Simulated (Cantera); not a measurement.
Adiabatic ignition

An adiabatic, constant-pressure homogeneous reactor starts with 13.4 % CH₃OH, 18.2 % O₂, 68.5 % N₂, equivalence ratio 1.1, at 1225 K and 173 Torr.

Computed with Cantera and GRI-Mech 3.0 (53 species, 325 reactions). GRI-Mech 3.0 was tuned for natural gas; its chemistry of methanol as a main component is partial and can be far from experiment.

```json
[
 {"t (s)": "3.00e-6", "T (K)": "1225", "x CH₃OH": "0.134", "x O₂": "0.182", "x O": "9.42e-11", "x H₂O": "1.08e-8", "x H": "8.85e-10"},
 {"t (s)": "7.44e-6", "T (K)": "1225", "x CH₃OH": "0.134", "x O₂": "0.182", "x O": "1.05e-10", "x H₂O": "2.89e-8", "x H": "1.06e-9"},
 {"t (s)": "1.85e-5", "T (K)": "1225", "x CH₃OH": "0.134", "x O₂": "0.182", "x O": "1.07e-10", "x H₂O": "7.41e-8", "x H": "1.08e-9"},
 {"t (s)": "4.58e-5", "T (K)": "1225", "x CH₃OH": "0.134", "x O₂": "0.182", "x O": "1.09e-10", "x H₂O": "1.87e-7", "x H": "1.11e-9"},
 {"t (s)": "0.000114", "T (K)": "1225", "x CH₃OH": "0.134", "x O₂": "0.182", "x O": "1.13e-10", "x H₂O": "4.67e-7", "x H": "1.16e-9"},
 {"t (s)": "0.000282", "T (K)": "1225", "x CH₃OH": "0.134", "x O₂": "0.182", "x O": "1.16e-10", "x H₂O": "1.17e-6", "x H": "1.22e-9"},
 {"t (s)": "0.000698", "T (K)": "1225", "x CH₃OH": "0.134", "x O₂": "0.182", "x O": "1.19e-10", "x H₂O": "2.94e-6", "x H": "1.28e-9"},
 {"t (s)": "0.00173", "T (K)": "1225", "x CH₃OH": "0.133", "x O₂": "0.182", "x O": "1.28e-10", "x H₂O": "7.71e-6", "x H": "1.50e-9"},
 {"t (s)": "0.00430", "T (K)": "1225", "x CH₃OH": "0.133", "x O₂": "0.182", "x O": "1.79e-10", "x H₂O": "2.66e-5", "x H": "2.71e-9"},
 {"t (s)": "0.0107", "T (K)": "1225", "x CH₃OH": "0.133", "x O₂": "0.181", "x O": "5.32e-10", "x H₂O": "0.000194", "x H": "1.10e-8"},
 {"t (s)": "0.0264", "T (K)": "2399", "x CH₃OH": "<1e-12", "x O₂": "0.0204", "x O": "0.00732", "x H₂O": "0.189", "x H": "0.0158"},
 {"t (s)": "0.0655", "T (K)": "2531", "x CH₃OH": "<1e-12", "x O₂": "0.0145", "x O": "0.00426", "x H₂O": "0.200", "x H": "0.00940"},
 {"t (s)": "0.163", "T (K)": "2530", "x CH₃OH": "<1e-12", "x O₂": "0.0143", "x O": "0.00422", "x H₂O": "0.200", "x H": "0.00937"},
 {"t (s)": "0.403", "T (K)": "2530", "x CH₃OH": "<1e-12", "x O₂": "0.0143", "x O": "0.00422", "x H₂O": "0.200", "x H": "0.00937"},
 {"t (s)": "1.00", "T (K)": "2530", "x CH₃OH": "<1e-12", "x O₂": "0.0143", "x O": "0.00422", "x H₂O": "0.200", "x H": "0.00937"}
]
```
x: mole fraction; the columns are a selection and need not sum to one.

```yaml
time_of_steepest_temperature_rise: 24.3 ms
temperature at 1.00 s: 2530 K
equilibrium_temperature: 2530 K
x(CH₃OH) at 1.00 s: <1e-12 (gas-phase equilibrium <1e-12)
x(O₂) at 1.00 s: 0.0143 (gas-phase equilibrium 0.0143)
x(O) at 1.00 s: 0.00422 (gas-phase equilibrium 0.00422)
```
